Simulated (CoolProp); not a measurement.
Octamethylcyclotetrasiloxane (D4) along the isotherm 492.4 K: density (kg/m³) from the reference equation and from simpler models built on Tc = 586.5 K, pc = 1.347 MPa, ω = 0.598; each cubic takes its own stable root.

Model: reference Helmholtz-energy equation of state, Thol 2015, in CoolProp.

| p (MPa) | phase | reference | van der Waals | Redlich-Kwong |
|---|---|---|---|---|
| 0.00639 | gas | 0.4645 | 0.4640 | 0.4642 |
| 0.0108 | gas | 0.7867 | 0.7853 | 0.7860 |
| 0.0182 | gas | 1.331 | 1.327 | 1.329 |
| 0.0307 | gas | 2.260 | 2.247 | 2.253 |
| 0.0518 | gas | 3.855 | 3.820 | 3.837 |
| 0.0875 | gas | 6.643 | 6.536 | 6.585 |
| 0.148 | gas | 11.65 | 11.31 | 11.46 |
| 0.249 | gas | 21.05 | 19.83 | 20.34 |
| 0.42 | liquid | 700.7 | 36.42 | 38.42 |
| 0.71 | liquid | 703.5 | 403.7 | 566.5 |
| 1.2 | liquid | 707.8 | 419.9 | 580.5 |
| 2.02 | liquid | 714.5 | 438.8 | 599.7 |

At some of these states van der Waals, Redlich-Kwong gives the other phase, because its saturation line lies elsewhere.
